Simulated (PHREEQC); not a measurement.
Dissolve 0.16 mol/kgw CuSO4, 0.026 mol/kgw CaCl2 and 0.27 mol/kgw HCl at 25 °C. Closed to the air; pH follows from the charge balance.

Computed with PHREEQC (ion-association model, wateq4f.dat).

| quantity | before | after |
|---|---|---|
| pH | 0.90 | 4.47 |
| ionic strength (mol/kgw) | 0.611 | 0.662 |
| Cl- (mol/kgw) | 0.298 | 0.303 |
| HSO4- (mol/kgw) | 0.0988 | 7.03e-5 |
| SO4-2 (mol/kgw) | 0.0278 | 0.0764 |
| Ca+2 (mol/kgw) | 0.0174 | 0.0162 |
| SI of Gypsum (CaSO4:2H2O) | -0.07 | +0.32 |
| SI of Portlandite (Ca(OH)2) | -23.37 | -16.25 |

### Question
Which change was made?
A. 0.23 mol/kgw KH2PO4 added
B. temperature from 25 to 75 °C
C. HCl replaced by KCl at the same molality
D. CuSO4 replaced by CdSO4 at the same molality

### Answer
C, HCl replaced by KCl at the same molality

No solid was allowed to form. Some of these states are supersaturated (in Atacamite, Antlerite, for instance).
